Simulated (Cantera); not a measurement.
A closed system holds: 1 mol B, 5.8 mol O₂, 0.64 mol H₂, held at 84.0 Pa.

Cantera equilibrium calculation (NASA polynomials, part measured and part estimated; ideal gas, pure solids and liquids). Candidate condensed phases: B, B₂O₃, B₃O₃H₃, H₂O; 23 gas species. Kinetics and transport are ignored.

At 1427 °C, list the 4 most abundant gas species with their mole fractions, and the condensed phases.

O₂ 0.801, HBO₂ 0.123, H₂O 0.0459, B₂O₃ 0.0199. Condensed: gas only.
